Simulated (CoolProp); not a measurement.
A simple Rankine cycle with the fluoroketone C6F12O (FK-5-1-12): condensing at 297.15 K, boiler at 1.48 MPa, turbine inlet 444.5 K, turbine efficiency 0.9, pump efficiency 0.7, no recuperator. Each further row changes one setting.

The numbers come from the reference Helmholtz-energy equation of state, McLinden 2015 in CoolProp.

```
case                             thermal efficiency (%)  net work (kJ/kg)  heat in (kJ/kg)  turbine exit temperature (K)  volume ratio over the turbine
-------------------------------  ----------------------  ----------------  ---------------  ----------------------------  -----------------------------
as stated                                          14.4              30.9              215                         394.8                           51.9
turbine inlet 464.5 K                              14.0              33.4              238                         416.8                           46.6
condensing temperature 289.15 K                    15.3              34.1              224                         391.3                           73.4
boiler pressure 1.04 MPa                           13.3              29.6              222                         403.6                           31.0
turbine efficiency 0.8                             12.7              27.3              215                         398.6                           52.4
```
